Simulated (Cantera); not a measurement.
Input: 1 mol Ta2O5, 2.5 mol C, 6.9 mol H2, equilibrated at 7.50 Torr.

Method: chemical equilibrium by Gibbs-energy minimisation in Cantera with the NASA 1993 tables (ideal gas, pure condensed phases). Candidate condensed phases: C, C6H6, C7H8, C8H18, H2O, Ta, TaC, Ta2O5; 113 gas species. Mutual solubility and eutectic melting of coexisting phases are not modelled. TaC: taken at fixed stoichiometry. Condensed phases not in the tables: Ta2C, N, O or C dissolved in the metal. Equilibrium is a limit: real reactors are often held back by kinetics, nucleation or transport.

x: gas mole fraction; n: condensed amount in mol.

```json
[
 {"T (K)": "950", "x H2": "0.989", "x CO": "0.00966", "x H": "5.53e-9", "x TaO2": "<1e-12", "x H2O": "8.92e-5", "x TaO": "<1e-12", "x CH4": "0.00164", "n C(graphite)": "2.39", "n TaC(s)": "0.0271", "n Ta2O5(s)": "0.986", "n Ta(s)": "0", "n Ta2O5(l)": "0"},
 {"T (K)": "1150", "x H2": "0.794", "x CO": "0.205", "x H": "…", "x TaO2": "<1e-12", "x H2O": "…", "x TaO": "<1e-12", "x CH4": "…", "n C(graphite)": "0", "n TaC(s)": "0.715", "n Ta2O5(s)": "0.642", "n Ta(s)": "0", "n Ta2O5(l)": "0"},
 {"T (K)": "1350", "x H2": "0.794", "x CO": "0.205", "x H": "2.12e-5", "x TaO2": "<1e-12", "x H2O": "0.000562", "x TaO": "<1e-12", "x CH4": "6.05e-7", "n C(graphite)": "0", "n TaC(s)": "0.716", "n Ta2O5(s)": "0.642", "n Ta(s)": "0", "n Ta2O5(l)": "0"},
 {"T (K)": "1550", "x H2": "0.794", "x CO": "0.205", "x H": "…", "x TaO2": "…", "x H2O": "…", "x TaO": "…", "x CH4": "…", "n C(graphite)": "0", "n TaC(s)": "0.716", "n Ta2O5(s)": "0.642", "n Ta(s)": "0", "n Ta2O5(l)": "0"},
 {"T (K)": "1750", "x H2": "0.792", "x CO": "0.205", "x H": "0.00207", "x TaO2": "4.55e-7", "x H2O": "0.000999", "x TaO": "3.72e-8", "x CH4": "3.42e-9", "n C(graphite)": "0", "n TaC(s)": "0.717", "n Ta2O5(s)": "0.642", "n Ta(s)": "0", "n Ta2O5(l)": "0"},
 {"T (K)": "1950", "x H2": "0.784", "x CO": "0.204", "x H": "0.0102", "x TaO2": "4.22e-5", "x H2O": "0.00119", "x TaO": "7.81e-6", "x CH4": "5.78e-10", "n C(graphite)": "0", "n TaC(s)": "0.717", "n Ta2O5(s)": "0.641", "n Ta(s)": "0", "n Ta2O5(l)": "0"},
 {"T (K)": "2150", "x H2": "0.700", "x CO": "0.261", "x H": "0.0353", "x TaO2": "0.00104", "x H2O": "0.00221", "x TaO": "0.000211", "x CH4": "8.01e-11", "n C(graphite)": "0", "n TaC(s)": "0", "n Ta2O5(s)": "0", "n Ta(s)": "1.01", "n Ta2O5(l)": "0.491"},
 {"T (K)": "2350", "x H2": "0.633", "x CO": "0.248", "x H": "0.0992", "x TaO2": "0.0124", "x H2O": "0.00350", "x TaO": "0.00283", "x CH4": "1.27e-11", "n C(graphite)": "0", "n TaC(s)": "0", "n Ta2O5(s)": "0", "n Ta(s)": "0.973", "n Ta2O5(l)": "0.437"}
]
```

### Question
Fill in the missing entries.

### Answer

- 1550, x H: 0.000281
- 1550, x TaO2: 1.44e-9
- 1550, x H2O: 0.000784
- 1550, x TaO: 4.28e-11
- 1550, x CH4: 3.23e-8
- 1150, x H: 6.65e-7
- 1150, x H2O: 0.000350
- 1150, x CH4: 3.23e-5
